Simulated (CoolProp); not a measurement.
Vapour-liquid equilibrium of n-butane (1) + cis-2-butene (2) at 281.7 K; x and y are mole fractions of (1).

Model: multi-fluid Helmholtz-energy mixture model, Bücker 2006 and Lemmon 2005; pair parameters Bell 2016, in CoolProp.

```
x     bubble pressure, mixture model (MPa)  bubble pressure, Raoult's law (MPa)  y, mixture model  y, Raoult's law
----  ------------------------------------  -----------------------------------  ----------------  ---------------
0.05                                0.1231                               0.1224             0.062            0.058
0.15                                0.1262                               0.1243             0.178            0.170
0.25                                0.1288                               0.1263             0.286            0.279
0.35                                0.1312                               0.1283             0.387            0.385
0.45                                0.1332                               0.1302             0.485            0.487
0.55                                0.1350                               0.1322             0.580            0.587
0.65                                0.1366                               0.1342             0.674            0.683
0.75                                0.1380                               0.1362             0.768            0.777
0.85                                0.1393                               0.1381             0.861            0.868
0.95                                0.1405                               0.1401             0.954            0.957
```

The largest gap from Raoult's law is +2.3 % in bubble pressure, at x = 0.45. No azeotrope shows between x = 0.05 and 0.95.

The pair parameters rest on a limited set of measurements; away from them the model extrapolates.
